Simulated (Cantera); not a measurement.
A closed system holds: 1 mol Fe3O4, 250 mol H2, 3.5 mol N2, held at 170000 Pa.

Method: chemical equilibrium by Gibbs-energy minimisation in Cantera with the NASA 1993 tables (ideal gas, pure condensed phases). Candidate condensed phases: Fe, FeO, Fe(OH)2, Fe(OH)3, Fe2O3, Fe3O4, H2O; 27 gas species. The numbers say what is thermodynamically allowed, not how fast it happens.

x: gas mole fraction; n: condensed amount in mol.

| T (K) | x H2 | x H2O | x N2 | x H | x Fe | n Fe(γ) | n Fe(δ) |
|---|---|---|---|---|---|---|---|
| 1550 | 0.970 | 0.0158 | 0.0138 | 2.38e-5 | [?] | 3.00 | 0 |
| 1575 | 0.970 | 0.0158 | 0.0138 | 3.14e-5 | [?] | 3.00 | 0 |
| 1600 | 0.970 | 0.0158 | 0.0138 | 4.11e-5 | [?] | 3.00 | 0 |
| 1625 | 0.970 | 0.0158 | 0.0138 | 5.33e-5 | [?] | 3.00 | 0 |
| 1650 | 0.970 | 0.0158 | 0.0138 | 6.86e-5 | [?] | 3.00 | 0 |
| 1675 | 0.970 | 0.0158 | 0.0138 | 8.77e-5 | [?] | 0 | 3.00 |
| 1700 | 0.970 | 0.0158 | 0.0138 | 0.000111 | [?] | 0 | 3.00 |
| 1725 | 0.970 | 0.0158 | 0.0138 | 0.000140 | [?] | 0 | 3.00 |
| 1750 | 0.970 | 0.0158 | 0.0138 | 0.000176 | [?] | 0 | 3.00 |
| 1775 | 0.970 | 0.0158 | 0.0138 | 0.000219 | [?] | 0 | 3.00 |
| 1800 | 0.970 | 0.0158 | 0.0138 | 0.000270 | [?] | 0 | 3.00 |

Question: Fill in the missing entries.

Answer: 
- 1550, x Fe: 2.47e-7
- 1575, x Fe: 4.02e-7
- 1600, x Fe: 6.45e-7
- 1625, x Fe: 1.02e-6
- 1650, x Fe: 1.59e-6
- 1675, x Fe: 2.44e-6
- 1700, x Fe: 3.70e-6
- 1725, x Fe: 5.54e-6
- 1750, x Fe: 8.20e-6
- 1775, x Fe: 1.20e-5
- 1800, x Fe: 1.73e-5
